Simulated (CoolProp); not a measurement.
Properties of carbonyl sulfide along the isotherm 414.3 K (Tc = 378.8 K, pc = 6.369 MPa, ω = 0.098).

Computed with CoolProp (reference Helmholtz-energy equation of state, Lemmon 2006). It is a short technical equation, of lower accuracy than the large ones.

```csv
p (MPa),phase,Z,cp (kJ/(kg K)),cv (kJ/(kg K)),speed of sound (m/s),isothermal compressibility (1/MPa),fugacity coefficient
0.158,gas,0.9937,0.7767,0.6345,263.3,6.369,0.9937
0.281,gas,0.9888,0.7809,0.6357,262.4,3.599,0.9889
0.5,gas,0.9799,0.7886,0.6377,260.9,2.042,0.9802
0.889,gas,0.9638,0.8031,0.6414,258.2,1.168,0.9649
1.58,gas,0.9345,0.8324,0.6482,253.2,0.6793,0.9379
2.81,gas,0.8790,0.8988,0.6617,243.9,0.4093,0.8904
5,gas,0.7669,1.100,0.6914,226.4,0.2730,0.8073
8.89,supercritical,0.5027,2.576,0.7773,201.5,0.2647,0.6620
15.8,supercritical,0.4143,1.810,0.7455,351.1,0.02962,0.4710
28.1,supercritical,0.6119,1.378,0.7355,519.8,0.008659,0.3535
50,supercritical,0.9636,1.224,0.7399,693.8,0.003796,0.3101
```

The peak of cp marks the crossing from liquid-like to gas-like fluid above the critical point.
